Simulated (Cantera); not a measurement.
An adiabatic, constant-volume homogeneous reactor starts with CH₄ : O₂ : N₂ = 1 : 2.41 : 9.06 (molar parts), equivalence ratio 0.83, at 1000 K and 500000 Pa. Integrator tolerance rtol = 1e-08.

Detailed kinetics in Cantera: GRI-Mech 3.0 (53 species, 325 reactions).

Question: What does this change do: 0.22 parts H2O added?

Answer: 
```tsv
quantity	before	after
time of steepest temperature rise	0.163 s	0.163 s
temperature at 2.00 s	2767 K	2740 K
equilibrium temperature	2767 K	2740 K
x(CH₄) at 2.00 s	<1e-12 (gas-phase equilibrium <1e-12)	<1e-12 (gas-phase equilibrium <1e-12)
x(O₂) at 2.00 s	0.0310 (gas-phase equilibrium 0.0310)	0.0303 (gas-phase equilibrium 0.0303)
x(HCN) at 2.00 s	6.18e-10 (gas-phase equilibrium 6.18e-10)	5.04e-10 (gas-phase equilibrium 5.04e-10)
x(CO₂) at 2.00 s	0.0659 (gas-phase equilibrium 0.0659)	0.0658 (gas-phase equilibrium 0.0658)
x(CH₃) at 2.00 s	<1e-12 (gas-phase equilibrium <1e-12)	<1e-12 (gas-phase equilibrium <1e-12)
x(C₂H) at 2.00 s	<1e-12 (gas-phase equilibrium <1e-12)	<1e-12 (gas-phase equilibrium <1e-12)
```
